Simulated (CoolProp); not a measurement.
A single-stage vapour-compression cycle with C3F8 (R218): evaporating at 201.15 K (dew point), condensing at 260.15 K (bubble point), superheat 10 K, subcooling 0 K, compressor efficiency 0.65, no pressure losses. Each further row changes one setting.

The numbers come from the reference Helmholtz-energy equation of state, Lemmon 2006 in CoolProp. It is a short technical equation, of lower accuracy than the large ones.

| case | cooling COP | pressure ratio | discharge temperature (K) | refrigerating effect (kJ/kg) | volumetric capacity (kJ/m³) |
|---|---|---|---|---|---|
| as stated | 1.50 | 18.1 | 278.8 | 66.4 | 106 |
| evaporating temperature 206.15 K | 1.76 | 13.1 | 276.9 | 69.5 | 150 |
| condensing temperature 255.15 K | 1.74 | 15.0 | 274.3 | 71.6 | 114 |
| subcooling 5 K | 1.62 | 18.1 | 278.8 | 71.5 | 114 |
| superheat 20 K | 1.57 | 18.1 | 289.7 | 72.9 | 111 |
| compressor efficiency 0.55 | 1.27 | 18.1 | 288.8 | 66.4 | 106 |
